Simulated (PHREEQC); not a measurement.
Dissolve 1.1 mmol/kgw NH3 and 0.57 mmol/kgw Na2CO3 at 46 °C. Closed to the air; pH follows from the charge balance.

All values are PHREEQC results (ion-association model, phreeqc.dat), not measurements.

No solid was allowed to form.

Q: Order these C species by the share of C that they hold, largest first: NaCO3-, HCO3-, CO3-2.

A: HCO3- (60 %), CO3-2 (38 %), NaCO3- (1.8 %)

The pH is 9.95 and the ionic strength 0.00140 mol/kgw. Species that the database lacks are ignored. Away from 25 °C the constants follow the database's enthalpies or fits; those with neither stay at their 25 °C values.
